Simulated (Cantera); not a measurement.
An adiabatic, constant-pressure homogeneous reactor starts with CO : H2 : CH4 : O2 : N2 = 1 : 0.1 : 0.27 : 2.18 : 8.2 (molar parts), at 1325 K and 7500 Torr. Integrator tolerance rtol = 1e-08.

Detailed kinetics in Cantera: GRI-Mech 3.0 (53 species, 325 reactions).

Problem. What does this change do: pressure from 7500 Torr to 900 Torr?

Solution. 
```tsv
quantity	before	after
time of steepest temperature rise	0.110 ms	0.412 ms
temperature at 4.00 s	2434 K	2392 K
equilibrium temperature	2434 K	2392 K
x(CO) at 4.00 s	0.00299 (gas-phase equilibrium 0.00299)	0.00653 (gas-phase equilibrium 0.00653)
x(H2) at 4.00 s	0.000248 (gas-phase equilibrium 0.000248)	0.000556 (gas-phase equilibrium 0.000556)
x(CH4) at 4.00 s	<1e-12 (gas-phase equilibrium <1e-12)	<1e-12 (gas-phase equilibrium <1e-12)
x(NO) at 4.00 s	0.0129 (gas-phase equilibrium 0.0129)	0.0120 (gas-phase equilibrium 0.0120)
x(CO2) at 4.00 s	0.110 (gas-phase equilibrium 0.110)	0.106 (gas-phase equilibrium 0.106)
x(C2H2) at 4.00 s	<1e-12 (gas-phase equilibrium <1e-12)	<1e-12 (gas-phase equilibrium <1e-12)
```

Problem. What does this change do: pressure from 7500 Torr to 825 Torr?

Solution. 
| quantity | before | after |
|---|---|---|
| time of steepest temperature rise | 0.110 ms | 0.439 ms |
| temperature at 4.00 s | 2434 K | 2390 K |
| equilibrium temperature | 2434 K | 2390 K |
| x(CO) at 4.00 s | 0.00299 (gas-phase equilibrium 0.00299) | 0.00671 (gas-phase equilibrium 0.00671) |
| x(H2) at 4.00 s | 0.000248 (gas-phase equilibrium 0.000248) | 0.000573 (gas-phase equilibrium 0.000573) |
| x(CH4) at 4.00 s | <1e-12 (gas-phase equilibrium <1e-12) | <1e-12 (gas-phase equilibrium <1e-12) |
| x(NO) at 4.00 s | 0.0129 (gas-phase equilibrium 0.0129) | 0.0119 (gas-phase equilibrium 0.0119) |
| x(CO2) at 4.00 s | 0.110 (gas-phase equilibrium 0.110) | 0.106 (gas-phase equilibrium 0.106) |
| x(C2H2) at 4.00 s | <1e-12 (gas-phase equilibrium <1e-12) | <1e-12 (gas-phase equilibrium <1e-12) |
